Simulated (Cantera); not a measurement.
Feed: 1 mol SiH₄, 52 mol N₂, at 1.13 Torr.

Equilibrium computed with Cantera from the NASA thermochemical tables; the gas is ideal and each condensed phase is pure. Candidate condensed phases: Si, Si₃N₄; 18 gas species. N₂ is the only nitrogen source here; it is nearly inert below about 1500 K, so the nitride shown seldom forms there in practice. The numbers say what is thermodynamically allowed, not how fast it happens.

Over these rows the condensed part is Si₃N₄(s). Partial pressures as log10 of bar:

```csv
T (K),1000/T (1/K),log p Si,log p N₂,log p H₂
1423,0.7027,-10.27,-2.84,-4.25
1473,0.6789,?,-2.84,-4.25
1523,0.6566,-8.60,-2.84,-4.25
1573,0.6357,-7.85,-2.84,-4.25
1623,0.6161,-7.15,-2.84,-4.25
1673,0.5977,-6.49,-2.84,-4.25
```

Task: Fit log p(Si) = a + b·(1000/T) to the five rows, give the apparent enthalpy, and predict the row at 1473 K.

Result: Means: 1000/T = 0.6418, log p = -8.072. Sxy = -0.236488, Sxx = 0.0065704, so b = -35.99 and a = -8.072 − (-35.99)×0.6418 = 15.02.
Apparent enthalpy: −19.145 × (-35.99) = 689 kJ/mol. With the condensed phases at unit activity, 1/3 Si₃N₄(s) = Si(g) + 2/3 N₂(g) links this pressure to the main gases: over the six rows their terms move log p by +0.00 in all, so the slope is close to that reaction's ΔH°. The five rows lie within 0.01 of the line.
Prediction at 1473 K: 15.02 + (-35.99)×0.6789 = -9.41. The computed value is -9.41, 0.00 from the line.
